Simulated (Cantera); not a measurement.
A freely propagating, adiabatic, planar premixed flame of 31.6 % H₂, 14.4 % O₂, 54.0 % N₂, equivalence ratio 1.1, unburnt at 398 K and 1350 Torr; mixture-averaged transport, grid criteria slope 0.08 and curve 0.16, no radiation.

Computed with Cantera and the H2/O2 subset of GRI-Mech 3.0, which has no nitrogen chemistry. Burning velocities carry a grid error of a few per cent, more on coarse grids.

Q: Predict: laminar burning velocity; thermal thickness; peak x(H); peak x(H₂O₂); peak x(HO₂).

A: 
```
Item                         Value
------------------------  --------
laminar burning velocity  399 cm/s
thermal thickness         0.181 mm
peak x(H)                   0.0469
peak x(H₂O₂)               9.63e-5
peak x(HO₂)               0.000654
```
